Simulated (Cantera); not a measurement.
Mixture: CH4 : O2 : N2 = 1 : 1.33 : 4.8 (molar parts), at 9.87 atm, adiabatic and at constant pressure. Ignition delay is the time to a rise of 400 K.

Model: GRI-Mech 3.0 (53 species, 325 reactions), integrated in Cantera.

### Question
What does this change do: 0.25 parts CO2 added?

### Answer
```csv
quantity,before,after
delay at 1200 K,5.65 ms,5.91 ms
delay at 1300 K,1.74 ms,1.83 ms
delay at 1400 K,0.590 ms,0.626 ms
delay at 1500 K,0.216 ms,0.230 ms
delay at 1600 K,85.2 µs,90.5 µs
apparent activation energy between 1550 and 1650 K,190 kJ/mol,190 kJ/mol
```

### Question
What does this change do: O2 1.33 to 1 parts?

### Answer
```
quantity                                                before       after
--------------------------------------------------  ----------  ----------
delay at 1200 K                                        5.65 ms     8.56 ms
delay at 1300 K                                        1.74 ms     2.66 ms
delay at 1400 K                                       0.590 ms    0.904 ms
delay at 1500 K                                       0.216 ms    0.327 ms
delay at 1600 K                                        85.2 µs    0.125 ms
apparent activation energy between 1550 and 1650 K  190 kJ/mol  200 kJ/mol
```
